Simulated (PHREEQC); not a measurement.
Na2CO3 is added in steps, without added water, to 1 kg of water holding 0.081 mol/kgw NaHSO4 and 0.017 mol/kgw KOH, at 25 °C. The system is closed to CO2. The run lets Arcanite, Burkeite, Glaserite, Kalicinite, Mirabilite, Misenite, Nahcolite, Natron, Thenardite, Trona precipitate or redissolve, and no other solid.

Base run: PHREEQC, Pitzer model, pitzer.dat. Each further column changes one thing. The table gives HSO4- (mol/kgw).

```
Na2CO3 added (mol)      base  database phreeqc.dat, metal-ligand complexes left out  database phreeqc.dat  database phreeqc.dat, all activity coefficients set to 1  database phreeqc.dat, Debye-Hückel limiting law
------------------  --------  -----------------------------------------------------  --------------------  --------------------------------------------------------  -----------------------------------------------
0                     0.0333                                                 0.0374                0.0360                                                    0.0451                                           0.0257
0.00625               0.0279                                                 0.0314                0.0301                                                    0.0379                                           0.0210
0.01562               0.0187                                                 0.0211                0.0202                                                    0.0254                                           0.0137
0.02187               0.0119                                                 0.0135                0.0129                                                    0.0161                                          0.00859
0.03125             0.000953                                                0.00108               0.00102                                                   0.00128                                         0.000669
0.0375               3.79e-6                                                4.40e-6               3.83e-6                                                   5.22e-6                                          2.50e-6
0.04688              8.70e-7                                                1.04e-6               8.95e-7                                                   1.21e-6                                          5.75e-7
0.05312              3.81e-7                                                4.62e-7               3.96e-7                                                   5.31e-7                                          2.52e-7
0.0625               4.58e-8                                                5.47e-8               5.20e-8                                                   7.00e-8                                          3.49e-8
0.06875              4.27e-9                                                4.34e-9               6.38e-9                                                   9.12e-9                                          5.26e-9
0.07812              1.47e-9                                                1.49e-9               2.28e-9                                                   3.29e-9                                          1.89e-9
0.08438              1.02e-9                                                1.03e-9               1.59e-9                                                   2.31e-9                                          1.32e-9
0.09375             6.90e-10                                               6.99e-10               1.10e-9                                                   1.61e-9                                         9.02e-10
0.1                 5.66e-10                                               5.74e-10              9.08e-10                                                   1.34e-9                                         7.44e-10
```

 pitzer.dat has no redox and few complexes: it carries them in its interaction parameters.
